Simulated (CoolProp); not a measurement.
The fluid at 298.15 K and 0.753 MPa flows at 0.57 m/s in a round tube of 100 mm bore and 1.5 µm roughness, fully developed (64/Re and Nu = 3.66 if laminar; Colebrook and Gnielinski if turbulent). The same conditions are run with several fluids, on thermodynamics alone (safety and materials aside).

Values from CoolProp's reference Helmholtz-energy equation of state of each fluid (R124: de Vries 1995; R11: Jacobsen 1992; n-decane: Lemmon 2006; n-octane: Beckmüller 2019; m-xylene: Zhou 2012).

```
fluid     Reynolds number  Darcy friction factor  pressure drop (Pa/m)  heat-transfer coefficient (W/(m² K))  mass flow (kg/h)
--------  ---------------  ---------------------  --------------------  ------------------------------------  ----------------
R124                    …                 0.0145                     …                                   866             21900
R11                193000                 0.0159                  38.1                                   748             23800
n-decane            48500                 0.0211                  24.9                                   556                 …
n-octane            77400                 0.0191                     …                                     …                 …
m-xylene            83800                 0.0187                  26.2                                   698             13900
```

**Question.** Complete the blanks.

**Answer.** 
- R124, Reynolds number: 309000
- R124, pressure drop (Pa/m): 32.1
- n-decane, mass flow (kg/h): 11700
- n-octane, pressure drop (Pa/m): 21.6
- n-octane, heat-transfer coefficient (W/(m² K)): 674
- n-octane, mass flow (kg/h): 11300

Transport values come from each fluid's own correlations; those of R124, R11 are estimates that may be off by 10 % or more.
